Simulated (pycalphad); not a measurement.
CALPHAD calculation (pycalphad, COST 507 light-alloy database (1999)), 1 atm. No gas phase is included, though pure Mg would boil below 1377 °C. The data set is of 1999 and partly superseded. Diffusion is slow at the low end, where real alloys seldom reach equilibrium.

Molar enthalpy of Mg-17.38Si (wt.%) in equilibrium (SER reference):

```
T (°C)  H (kJ/mol)          phases
------  ----------  --------------
1377         47.70          LIQUID
1302         45.21          LIQUID
1227         42.72          LIQUID
1152         40.22          LIQUID
1077         37.73          LIQUID
1002         35.24          LIQUID
977          34.41          LIQUID
927          28.61  LIQUID + MG2SI
852          21.94  LIQUID + MG2SI
777          17.38  LIQUID + MG2SI
702          13.87  LIQUID + MG2SI
627           5.91  HCP_A3 + MG2SI
602           5.18  HCP_A3 + MG2SI
552           3.75  HCP_A3 + MG2SI
477           1.64  HCP_A3 + MG2SI
402          -0.43  HCP_A3 + MG2SI
327          -2.45  HCP_A3 + MG2SI
252          -4.42  HCP_A3 + MG2SI
177          -6.35  HCP_A3 + MG2SI
102          -8.22  HCP_A3 + MG2SI
```

Cooling from 977 °C to 627 °C, across the freezing range, releases 28.5 kJ/mol, or 1150 J/g. The slope is 33 J/(mol K) in the liquid and 29 J/(mol K) just below the solidus, where it includes any heat of precipitation. Liquidus 967 °C, solidus 639 °C. Changes were sought between steps of 25 K, so a narrower field can be missed.

Database names, with the compositions (at.%) that they take in these runs: MG2SI: Mg 67 Si 33. HCP_A3 is hcp.
